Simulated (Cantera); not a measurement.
Feed: 1 mol CH4, 0.15 mol CO2, held at 13300 Pa.

Method: chemical equilibrium by Gibbs-energy minimisation in Cantera with the NASA 1993 tables (ideal gas, pure condensed phases). Candidate condensed phases: C, C6H6, C7H8, C8H18, H2O; 131 gas species. Ions and electrons are included (thermal ionisation). The numbers say what is thermodynamically allowed, not how fast it happens.

**Question.** At 4000 K, list the 6 most abundant gas species with their mole fractions, and the condensed phases.

**Answer.** H 0.787, C 0.0704, CO 0.0644, H2 0.0325, C3 0.0217, C2 0.0177. Condensed: gas only.
